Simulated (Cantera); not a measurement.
Cantera run:

```python
import numpy as np
import cantera as ct

gas_names = """
    H HO2 H2 H2O H2O2 Mg MgH MgO MgOH MgO2H2 Mg2 O OH O2 O3 Si SiH SiH2 SiH3 SiH4 SiO SiO2 Si2 Si3
""".split()
cond_names = """
    H2O(s) H2O(L) Mg(cr) Mg(L) MgO(s) MgO(L) MgO2H2(s) MgSiO3(I) MgSiO3(II) MgSiO3(III) MgSiO3(L)
    Mg2SiO4(s) Mg2SiO4(L) Si(cr) Si(L) SiO2(Lqz) SiO2(hqz) SiO2(L)
""".split()


# ... load() reads the species with a 1 bar reference pressure and builds the phases ...
atoms = {
    'SiO2': {'Si': 1, 'O': 2},
    'MgO': {'Mg': 1, 'O': 1},
    'H2': {'H': 2},
}
top_T = {}  # K; cautious upper limits of use, not melting points


# ... equilibrate(T, P, feed) seeds the gas with the atoms and calls Mixture.equilibrate('TP', solver="vcs", rtol=1e-11, max_steps=5000) ...
results = []
feed = {'SiO2': 1, 'MgO': 1.5, 'H2': 7.8}  # mol
P = 120  # Pa
for T in [1225, 1325, 1425, 1525, 1625, 1725, 1825, 1925, 2025, 2125, 2225, 2325, 2425]:
    mix = equilibrate(T, P, feed)
    results.append((T, P, feed, dict(zip(mix.species_names, mix.species_moles))))
    x = sorted(zip(gas.X, gas.species_names), reverse=True)
    print(f"T = {T:g} K  P = {P:g} Pa  gas = {mix.phase_moles(0):.4g} mol")
    print("   x: " + "  ".join(f"{s} {v:.3e}" for v, s in x if v > 1e-05))
    print("   condensed (mol): " + ("  ".join(f"{mix.phase(i).name} {mix.phase_moles(i):.4g}"
          for i in range(1, mix.n_phases) if mix.phase_moles(i) > 1e-12) or "none"))
```

Result:

```
T = 1225 K  P = 120 Pa  gas = 7.8 mol
   x: H2 1.000e+00
   condensed (mol): MgSiO3(II) 0.4999  Mg2SiO4(s) 0.5
T = 1325 K  P = 120 Pa  gas = 7.801 mol
   x: H2 9.998e-01  H2O 5.684e-05  SiO 5.024e-05  H 4.720e-05
   condensed (mol): MgSiO3(III) 0.4993  Mg2SiO4(s) 0.5003
T = 1425 K  P = 120 Pa  gas = 7.803 mol
   x: H2 9.991e-01  H2O 3.297e-04  SiO 3.001e-04  H 1.968e-04  Mg 2.962e-05
   condensed (mol): MgSiO3(III) 0.4955  Mg2SiO4(s) 0.5021
T = 1525 K  P = 120 Pa  gas = 7.815 mol
   x: H2 9.963e-01  H2O 1.518e-03  SiO 1.410e-03  H 6.816e-04  Mg 1.074e-04
   condensed (mol): MgSiO3(III) 0.4788  Mg2SiO4(s) 0.5102
T = 1625 K  P = 120 Pa  gas = 7.853 mol
   x: H2 9.864e-01  H2O 5.769e-03  SiO 5.444e-03  H 2.023e-03  Mg 3.259e-04
   condensed (mol): MgSiO3(III) 0.4171  Mg2SiO4(s) 0.5402
T = 1725 K  P = 120 Pa  gas = 7.969 mol
   x: H2 9.575e-01  H2O 1.860e-02  SiO 1.776e-02  H 5.246e-03  Mg 8.483e-04
   condensed (mol): MgSiO3(III) 0.2237  Mg2SiO4(s) 0.6348
T = 1825 K  P = 120 Pa  gas = 8.15 mol
   x: H2 9.142e-01  H2O 3.677e-02  SiO 3.272e-02  H 1.216e-02  Mg 4.087e-03  OH 3.418e-05
   condensed (mol): Mg2SiO4(s) 0.7333
T = 1925 K  P = 120 Pa  gas = 8.43 mol
   x: H2 8.507e-01  H2O 6.172e-02  SiO 4.041e-02  H 2.545e-02  Mg 2.147e-02  OH 1.596e-04  MgOH 3.683e-05  MgH 1.016e-05
   condensed (mol): Mg2SiO4(s) 0.6593
T = 2025 K  P = 120 Pa  gas = 9.075 mol
   x: H2 7.199e-01  H2O 1.155e-01  Mg 5.913e-02  SiO 5.719e-02  H 4.714e-02  OH 7.906e-04  MgOH 1.713e-04  O 3.760e-05  SiO2 3.388e-05  MgH 2.740e-05  MgO 1.471e-05
   condensed (mol): Mg2SiO4(s) 0.4807
T = 2125 K  P = 120 Pa  gas = 10.27 mol
   x: H2 5.230e-01  H2O 1.962e-01  Mg 1.171e-01  SiO 8.310e-02  H 7.581e-02  OH 3.528e-03  MgOH 5.718e-04  O 3.625e-04  SiO2 1.341e-04  MgO 1.124e-04  O2 5.782e-05  MgH 4.896e-05  MgO2H2 1.278e-05
   condensed (mol): Mg2SiO4(s) 0.1448
T = 2225 K  P = 120 Pa  gas = 11.04 mol
   x: H2 4.267e-01  H2O 2.138e-01  Mg 1.348e-01  H 1.221e-01  SiO 9.033e-02  OH 8.866e-03  O 1.760e-03  MgOH 6.827e-04  O2 3.710e-04  MgO 2.731e-04  SiO2 2.241e-04  MgH 5.366e-05  MgO2H2 1.265e-05
   condensed (mol): none
T = 2325 K  P = 120 Pa  gas = 11.6 mol
   x: H2 3.766e-01  H 1.949e-01  H2O 1.897e-01  Mg 1.283e-01  SiO 8.594e-02  OH 1.637e-02  O 5.755e-03  O2 1.208e-03  MgOH 5.345e-04  MgO 3.972e-04  SiO2 2.441e-04  MgH 5.032e-05
   condensed (mol): none
T = 2425 K  P = 120 Pa  gas = 12.52 mol
   x: H2 3.149e-01  H 2.899e-01  H2O 1.500e-01  Mg 1.189e-01  SiO 7.965e-02  OH 2.619e-02  O 1.607e-02  O2 3.162e-03  MgO 5.119e-04  MgOH 3.776e-04  SiO2 2.412e-04  MgH 4.457e-05
   condensed (mol): none
```

Cantera equilibrium calculation (NASA polynomials, part measured and part estimated; ideal gas, pure solids and liquids). Mutual solubility and eutectic melting of coexisting phases are not modelled. The tables' values for SiO2, MgH are old estimates; treat these amounts as uncertain. Condensed phases not in the tables: alloys, solid solutions and most ternary compounds.
